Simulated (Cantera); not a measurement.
Input (Python, Cantera):

```python
import numpy as np
import cantera as ct

surf = ct.Interface("ptcombust.yaml", "Pt_surf")
gas = surf.adjacent["gas"]
gas.TPX = 773, 100000, {'CH4': 0.0025, 'O2': 0.12, 'N2': 0.79, 'H2O': 0.0065}
surf.TP = 773, 100000
reactor = ct.FlowReactor(gas, clone=False)
reactor.area = 0.0001  # m2
reactor.surface_area_to_volume_ratio = 14000  # 1/m
reactor.mass_flow_rate = 0.27 * reactor.area * gas.density  # inlet velocity 0.27 m/s
reactor.energy_enabled = False
wall = ct.ReactorSurface(surf, reactor, clone=False)
net = ct.ReactorNet([reactor])
net.rtol, net.atol = 1e-8, 1e-16
show, cover = ['CH4', 'O2', 'H2O', 'CO2', 'CO'], ['PT(S)', 'H(S)', 'O(S)', 'OH(S)', 'CO(S)', 'C(S)']

rows = []
print(f"{'z/m':>9s}{'u/(m/s)':>9s}" + "".join(f"{s:>13s}" for s in show + cover))
for z in [0.0005, 0.00097, 0.0019, 0.0036, 0.007, 0.013, 0.026, 0.05]:
    net.advance(z)
    rows.append([reactor.speed, *gas[show].X, *surf[cover].coverages])
    print(f"{z:9.4g}{rows[-1][0]:9.3g}" + "".join(f"{x:13.4e}" for x in rows[-1][1:]))
```

Output:

```
      z/m  u/(m/s)          CH4           O2          H2O          CO2           CO        PT(S)         H(S)         O(S)        OH(S)        CO(S)         C(S)
   0.0005     0.27   2.6911e-03   1.3052e-01   7.1313e-03   2.8907e-05   2.7673e-07   2.2607e-02   1.9117e-09   9.7584e-01   1.5538e-03   8.1977e-07   1.1544e-09
  0.00097     0.27   2.6640e-03   1.3046e-01   7.1856e-03   5.6062e-05   2.7813e-07   2.2610e-02   1.9193e-09   9.7583e-01   1.5598e-03   8.1226e-07   1.1431e-09
   0.0019     0.27   2.6110e-03   1.3036e-01   7.2915e-03   1.0902e-04   2.7271e-07   2.2616e-02   1.9341e-09   9.7581e-01   1.5714e-03   7.9662e-07   1.1211e-09
   0.0036     0.27   2.5168e-03   1.3017e-01   7.4799e-03   2.0320e-04   2.6292e-07   2.2627e-02   1.9603e-09   9.7578e-01   1.5919e-03   7.6875e-07   1.0819e-09
    0.007     0.27   2.3381e-03   1.2981e-01   7.8370e-03   3.8177e-04   2.4434e-07   2.2648e-02   2.0093e-09   9.7572e-01   1.6302e-03   7.1573e-07   1.0073e-09
    0.013     0.27   2.0525e-03   1.2924e-01   8.4081e-03   6.6726e-04   2.1461e-07   2.2681e-02   2.0856e-09   9.7563e-01   1.6897e-03   6.3050e-07   8.8730e-10
    0.026     0.27   1.5455e-03   1.2823e-01   9.4216e-03   1.1740e-03   1.6176e-07   2.2742e-02   2.2164e-09   9.7547e-01   1.7908e-03   4.7776e-07   6.7236e-10
     0.05     0.27   9.1195e-04   1.2696e-01   1.0688e-02   1.8072e-03   9.5574e-08   2.2819e-02   2.3725e-09   9.7527e-01   1.9104e-03   2.8417e-07   3.9992e-10
```

Detailed kinetics in Cantera: Deutschmann's 1995 Pt surface mechanism with GRI-Mech 3.0 gas chemistry. Catalytic surfaces can have several steady states; this one follows from the mechanism file's or the stated starting coverage. Mass transfer to the wall is taken as infinitely fast.
